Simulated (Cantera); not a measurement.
## Thermodynamics of aluminium nitride and oxide growth, feed Al + O2 + H2 + NH3

A closed system holds: 1 mol Al, 0.2 mol O2, 52 mol H2, 0.71 mol NH3, equilibrated at 10.0 Torr.

Cantera equilibrium calculation (NASA polynomials, part measured and part estimated; ideal gas, pure solids and liquids). Candidate condensed phases: Al, AlN, Al2O3, H2O; 35 gas species. Mutual solubility and eutectic melting of coexisting phases are not modelled. The tables' values for AlOH are old estimates; treat these amounts as uncertain. Condensed phases not in the tables: aluminium oxynitride. Equilibrium is a limit: real reactors are often held back by kinetics, nucleation or transport.

```csv
T (°C),log p H2,log p H,log p Al,log p N2,log p Al2O,log p AlH,n AlN(s),n Al2O3(s)
1550,-1.88,-4.30,-4.19,-4.21,-4.34,-5.50,0.209,0.0711
1575,-1.89,-4.22,-4.06,-4.06,-4.18,-5.39,0,0.0431
1600,-1.89,-4.13,-4.05,-4.06,-4.18,-5.42,0,0.0442
1625,-1.89,-4.05,-4.04,-4.06,-4.19,-5.44,0,0.0452
1650,-1.89,-3.97,-4.04,-4.06,-4.20,-5.46,0,0.0462
1675,-1.89,-3.89,-4.03,-4.06,-4.20,-5.48,0,0.0471
1700,-1.89,-3.81,-4.02,-4.06,-4.21,-5.50,0,0.0478
1725,-1.89,-3.74,-4.02,-4.06,-4.22,-5.52,0,0.0484
1750,-1.89,-3.67,-4.01,-4.06,-4.22,-5.53,0,0.0488
```
log p: log10 of the partial pressure in bar; n: condensed amount in mol.

At 1550 °C the condensed part is AlN(s) + Al2O3(s). From 1575 °C to 1750 °C the condensed part is Al2O3(s). The main Al-bearing gas is Al2O throughout. The share of Al in condensed phases is highest at 1550 °C (35.2 %) and lowest at 1575 °C (8.6 %).
